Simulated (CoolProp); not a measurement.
Saturated liquid density (kg/m³) of n-octane: the reference equation beside estimates from Tc = 568.7 K, pc = 2.484 MPa, ω = 0.398. Rackett uses Z = 0.29056 − 0.08775 ω.

Model: reference Helmholtz-energy equation of state, Beckmüller 2019, in CoolProp.

```
T (K)  reference  Rackett  Redlich-Kwong
-----  ---------  -------  -------------
304.4      693.4    701.9          570.9
312.9      686.5    694.8          565.0
321.4      679.5    687.6          559.0
329.9      672.4    680.3          552.9
338.4      665.2    672.9          546.5
346.9      658.0    665.3          540.0
355.4      650.6    657.7          533.3
363.9      643.2    649.9          526.4
372.4      635.6    642.0          519.3
380.9      627.9    633.9          512.0
389.4      620.1    625.7          504.4
397.9      612.0    617.3          496.7
406.4      603.9    608.7          488.6
```

Absolute difference from the reference over all 13 rows, mean and median: Rackett 1.1 and 1.1 %, Redlich-Kwong 18.2 and 18.0 %.
